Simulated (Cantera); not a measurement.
Input: 1 mol C2F6, 0.3 mol Si, equilibrated at 1.33 mbar.

Cantera equilibrium calculation (NASA polynomials, part measured and part estimated; ideal gas, pure solids and liquids). Candidate condensed phases: C, Si, SiC; 23 gas species. The feed counts by its element totals alone. The tables' values for SiF3 are old estimates; treat these amounts as uncertain. Gases not in the tables: C2F6 and larger saturated fluorocarbons. Kinetics and transport are ignored.

Question: At 1850 °C, list the 6 most abundant gas species with their mole fractions, and the condensed phases.

Answer: CF2 0.352, F 0.325, CF4 0.196, SiF4 0.115, CF3 0.00977, CF 0.00267. Condensed: C(graphite).
